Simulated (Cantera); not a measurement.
Feed: 1 mol Fe(CO)₅, 9.2 mol CO, 4.8 mol H₂, at 1 atm.

Method: chemical equilibrium by Gibbs-energy minimisation in Cantera with the NASA 1993 tables (ideal gas, pure condensed phases). Candidate condensed phases: C, C₆H₆, C₇H₈, C₈H₁₈, Fe, Fe(CO)₅, FeO, Fe(OH)₂, Fe(OH)₃, Fe₂O₃, Fe₃O₄, H₂O; 114 gas species. Condensed phases not in the tables: cementite and carbon dissolved in iron. Rates play no part.

x: gas mole fraction; n: condensed amount in mol.

```tsv
T (K)	x CO	x H₂	x CO₂	x H₂O	x CH₄	n C(graphite)	n Fe(α)	n Fe(γ)
1023	0.585	0.246	0.124	0.0399	0.00460	2.59	1.00	0
1048	0.631	0.247	0.0894	0.0295	0.00361	1.95	1.00	0
1073	0.665	0.247	?	?	?	?	1.00	0
1098	0.690	0.248	0.0440	0.0159	0.00228	1.03	1.00	0
1123	0.707	0.248	0.0306	0.0117	0.00183	0.738	1.00	0
1148	0.720	0.249	?	?	?	?	1.00	0
1173	0.728	0.249	0.0150	0.00653	0.00123	0.377	1.00	0
1198	0.734	0.250	0.0106	0.00493	0.00101	0.271	0	1.00
```

Question: Fill in the missing entries.

Answer: 
- 1148, x CO₂: 0.0213
- 1148, x H₂O: 0.00872
- 1148, x CH₄: 0.00149
- 1148, n C(graphite): 0.526
- 1073, x CO₂: 0.0631
- 1073, x H₂O: 0.0217
- 1073, x CH₄: 0.00285
- 1073, n C(graphite): 1.43
